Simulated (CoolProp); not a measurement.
Saturation properties of R124.

Values from CoolProp's reference Helmholtz-energy equation of state, de Vries 1995.

| T (K) | p (bar) | liquid density (kg/m³) | enthalpy of vaporisation (kJ/kg) | liquid cp (kJ/(kg K)) | liquid viscosity (µPa s) |
|---|---|---|---|---|---|
| 297.5 | 3.750 | 1358 | 146.9 | 1.133 | 250 |
| 303.7 | 4.526 | 1336 | 143.3 | … | 232 |
| 309.9 | 5.418 | 1314 | 139.4 | 1.165 | 216 |
| 316.1 | 6.435 | 1291 | 135.4 | 1.183 | 200 |
| 322.3 | 7.588 | 1267 | 131.2 | 1.204 | 186 |
| 328.5 | 8.890 | 1241 | 126.7 | 1.227 | 172 |
| 334.7 | 10.35 | 1215 | 121.9 | 1.253 | 160 |
| 340.9 | 11.98 | 1187 | 116.8 | … | … |
| 347.1 | 13.80 | 1158 | 111.3 | 1.322 | 137 |
| 353.3 | 15.82 | 1126 | 105.4 | 1.369 | 126 |
| 359.5 | 18.04 | 1092 | 98.92 | 1.430 | 116 |
| 365.7 | 20.50 | 1054 | 91.70 | 1.512 | 107 |
| 371.9 | 23.21 | 1011 | 83.50 | 1.633 | 97.5 |
| 378.1 | 26.19 | 961.3 | 73.91 | 1.832 | 88.2 |
| 384.3 | 29.46 | 899.3 | 62.02 | 2.241 | 78.7 |

### Question
Complete the blanks.

### Answer

- 303.7, liquid cp (kJ/(kg K)): 1.148
- 340.9, liquid cp (kJ/(kg K)): 1.285
- 340.9, liquid viscosity (µPa s): 148

It boils at 261.2 K under 1 atm.

Viscosity comes from a separate model (Bell 2016), an estimate that may be off by 10 % or more.
